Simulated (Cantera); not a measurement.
A Cantera script and what it prints.

```python
import numpy as np
import cantera as ct

gas_names = [...]  # 110 gases of nasa_gas.yaml made of C, F, H
cond_names = """
    C(gr) C6H6(L) C7H8(L) C8H18(L),n-octa
""".split()


# ... load() reads the species with a 1 bar reference pressure and builds the phases ...
atoms = {
    'c-C4F8': {'C': 4, 'F': 8},
    'H2': {'H': 2},
}
top_T = {'C(gr)': 4500}  # K; cautious upper limits of use, not melting points


# ... equilibrate(T, P, feed) seeds the gas with the atoms and calls Mixture.equilibrate('TP', solver="vcs", rtol=1e-11, max_steps=5000) ...
results = []
feed = {'c-C4F8': 1, 'H2': 0.05}  # mol
P = 100000  # Pa
for T in [2500, 2750, 3000, 3250, 3500, 3750, 4000, 4250, 4500, 4750, 5000]:
    mix = equilibrate(T, P, feed)
    results.append((T, P, feed, dict(zip(mix.species_names, mix.species_moles))))
    x = sorted(zip(gas.X, gas.species_names), reverse=True)
    print(f"T = {T:g} K  P = {P:g} Pa  gas = {mix.phase_moles(0):.4g} mol")
    print("   x: " + "  ".join(f"{s} {v:.3e}" for v, s in x if v > 0.001))
    print("   condensed (mol): " + ("  ".join(f"{mix.phase(i).name} {mix.phase_moles(i):.4g}"
          for i in range(1, mix.n_phases) if mix.phase_moles(i) > 1e-12) or "none"))
```

Output:

```
T = 2500 K  P = 100000 Pa  gas = 2.479 mol
   x: CF4 6.420e-01  CF2 2.394e-01  F 4.589e-02  HF 4.033e-02  CF3 3.072e-02  CF 1.498e-03
   condensed (mol): C(gr) 1.734
T = 2750 K  P = 100000 Pa  gas = 3.348 mol
   x: CF2 5.033e-01  CF4 2.671e-01  F 1.477e-01  CF3 4.203e-02  HF 2.986e-02  CF 9.661e-03
   condensed (mol): C(gr) 1.245
T = 3000 K  P = 100000 Pa  gas = 4.552 mol
   x: CF2 5.634e-01  F 3.053e-01  CF4 4.747e-02  CF 3.532e-02  CF3 2.573e-02  HF 2.195e-02
   condensed (mol): C(gr) 0.9327
T = 3250 K  P = 100000 Pa  gas = 5.543 mol
   x: F 4.627e-01  CF2 4.138e-01  CF 8.612e-02  HF 1.800e-02  CF3 9.324e-03  CF4 4.968e-03  C3 3.622e-03
   condensed (mol): C(gr) 1.073
T = 3500 K  P = 100000 Pa  gas = 6.69 mol
   x: F 5.608e-01  CF2 2.273e-01  CF 1.560e-01  C3 2.921e-02  HF 1.481e-02  C2 3.273e-03  C 2.970e-03  CF3 2.377e-03  C5 1.954e-03
   condensed (mol): C(gr) 0.687
T = 3750 K  P = 100000 Pa  gas = 7.988 mol
   x: F 6.367e-01  CF 1.757e-01  CF2 8.752e-02  C3 6.165e-02  HF 1.213e-02  C 1.061e-02  C2 1.028e-02  C5 3.429e-03
   condensed (mol): none
T = 4000 K  P = 100000 Pa  gas = 8.741 mol
   x: F 6.909e-01  CF 1.549e-01  C3 6.513e-02  CF2 2.928e-02  C 2.651e-02  C2 1.877e-02  HF 1.046e-02  C5 2.075e-03
   condensed (mol): none
T = 4250 K  P = 100000 Pa  gas = 9.276 mol
   x: F 7.093e-01  CF 1.252e-01  C3 5.820e-02  C 5.638e-02  C2 2.870e-02  CF2 9.627e-03  HF 8.558e-03  H 2.147e-03  C5 1.020e-03
   condensed (mol): none
T = 4500 K  P = 100000 Pa  gas = 9.813 mol
   x: F 7.081e-01  C 1.032e-01  CF 9.452e-02  C3 4.318e-02  C2 3.666e-02  HF 6.135e-03  H 3.969e-03  CF2 3.185e-03
   condensed (mol): none
T = 4750 K  P = 100000 Pa  gas = 10.41 mol
   x: F 6.964e-01  C 1.625e-01  CF 6.622e-02  C2 3.832e-02  C3 2.546e-02  H 5.773e-03  HF 3.761e-03  CF2 1.052e-03
   condensed (mol): none
T = 5000 K  P = 100000 Pa  gas = 10.98 mol
   x: F 6.826e-01  C 2.206e-01  CF 4.309e-02  C2 3.243e-02  C3 1.162e-02  H 6.982e-03  HF 2.077e-03
   condensed (mol): none
```

Cantera equilibrium calculation (NASA polynomials, part measured and part estimated; ideal gas, pure solids and liquids). The feed counts by its element totals alone. The tables' values for C2F4 are old estimates; treat these amounts as uncertain. Gases not in the tables: C2F6 and larger saturated fluorocarbons.
